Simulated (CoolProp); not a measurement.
Computed with CoolProp (reference Helmholtz-energy equation of state, Thol 2015).

Q: For octamethylcyclotetrasiloxane (D4), give the phase and the cp (kJ/(kg K)), Joule-Thomson coefficient (K/MPa) at 620 K and 0.0103 MPa; 620 K and 0.479 MPa.

A: 
- 620 K and 0.0103 MPa: gas; cp 2.04, Joule-Thomson coefficient 7.03
- 620 K and 0.479 MPa: gas; cp 2.07, Joule-Thomson coefficient 8.36
